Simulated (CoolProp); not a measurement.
Fluorine at several states: density (kg/m³) from the reference equation and from simpler models built on Tc = 144.4 K, pc = 5.240 MPa, ω = 0.045; each cubic takes its own stable root.

Computed with CoolProp (reference Helmholtz-energy equation of state, de Reuck 1990).

| T (K) | p (MPa) | phase | reference |
|---|---|---|---|
| 69.1 | 0.0594 | liquid | 1608 |
| 84.7 | 1.18 | liquid | 1507 |
| 296.7 | 1.22 | gas | 18.89 |
| 161.3 | 20 | supercritical | 984.1 |

### Question
How far does each simpler model (van der Waals, Redlich-Kwong, Peng-Robinson) lie from the reference over these 4 states: mean and median of the absolute difference, and the worst?

### Answer
- van der Waals: mean 37.5 %, median 24.9 %, worst -99.8 % at 69.1 K and 0.0594 MPa
- Redlich-Kwong: mean 1.6 %, median 1.4 %, worst -3.6 % at 161.3 K and 20 MPa
- Peng-Robinson: mean 8.0 %, median 9.3 %, worst +13.3 % at 84.7 K and 1.18 MPa

At some of these states van der Waals gives the other phase, because its saturation line lies elsewhere.
